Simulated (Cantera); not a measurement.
Charge: 1 mol C₂H₆, 0.75 mol NH₃, 1.7 mol H₂, equilibrated at 1825 K and 15.0 bar.

These are equilibrium values from Cantera (NASA tables, ideal gas, pure condensed phases), not measurements of a reactor. Candidate condensed phases: C, C₆H₆, C₇H₈, C₈H₁₈; 92 gas species. The numbers say what is thermodynamically allowed, not how fast it happens.

Base state: H₂ 0.929, N₂ 0.0601, CH₄ 0.00917, HCN 0.00164, C₂H₂ (acetylene) 0.000199, H 0.000110, NH₃ 9.13e-5, HNC 6.56e-5 (mole fractions); condensed: C(graphite).

**Question.** What changes in the equilibrium state with this change: NH₃ from 0.75 to 0.16 mol?

**Answer.** 
| species | before | after |
|---|---|---|
| H₂ | 0.929 | 0.973 |
| N₂ | 0.0601 | 0.0156 |
| CH₄ | 0.00917 | 0.0101 |
| HNC | 6.56e-5 | 3.42e-5 |
| HCN | 0.00164 | 0.000854 |
| NH₃ | 9.13e-5 | 4.99e-5 |
| C(graphite), mol | 1.93 | 1.94 |

**Question.** What changes in the equilibrium state with this change: NH₃ from 0.75 to 0.06 mol?

**Answer.** 
```
species            before     after
----------------  -------  --------
H₂                  0.929     0.983
CH₄               0.00917    0.0103
N₂                 0.0601   0.00600
HCN               0.00164  0.000531
HNC               6.56e-5   2.13e-5
NH₃               9.13e-5   3.14e-5
C₂H₄              5.48e-5   6.14e-5
C(graphite), mol     1.93      1.95
```
